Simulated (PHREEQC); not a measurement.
Copper plating or etch bath: speciation

Make-up at 65 °C: 0.0018 mol CuSO4, 0.00012 mol H2SO4 and 0.042 mol FeCl3 per kg of water. Closed to the air; pH follows from the charge balance.

Computed with PHREEQC (ion-association model, wateq4f.dat).

Each row changes one thing in this solution. Precipitation was switched off in this run.

| case | pH | ionic strength (mol/kgw) | Cl- (mol/kgw) | FeCl+2 (mol/kgw) | FeOH+2 (mol/kgw) | Fe+3 (mol/kgw) | SI of Goethite (FeOOH) | SI of Chalcanthite (CuSO4:5H2O) |
|---|---|---|---|---|---|---|---|---|
| as made | 1.84 | 0.181 | 0.108 | 0.0161 | 0.00813 | 0.00550 | +4.58 | -5.16 |
| FeCl3 from 0.042 to 0.084 mol/kgw | 1.72 | 0.330 | 0.200 | 0.0454 | 0.0100 | 0.00939 | +4.33 | -5.47 |
| temperature from 65 to 15 °C | 2.06 | 0.197 | 0.109 | 0.0119 | 0.00282 | 0.0158 | +4.14 | -4.78 |
| 0.00076 mol/kgw CdCl2 added | 1.84 | 0.181 | 0.108 | 0.0162 | 0.00812 | 0.00548 | +4.58 | -5.16 |
| temperature from 65 to 55 °C | 1.87 | 0.183 | 0.108 | 0.0159 | 0.00695 | 0.00687 | +4.51 | -5.07 |
| H2SO4 from 0.00012 to 1.2e-05 mol/kgw | 1.84 | 0.181 | 0.108 | 0.0161 | 0.00816 | 0.00549 | +4.58 | -5.19 |

Complexes and solids missing from the database can't appear. Some of these states are supersaturated (in Hematite (slow to form), Goethite (slow to form), for instance). Constants without temperature data keep their 25 °C values here.
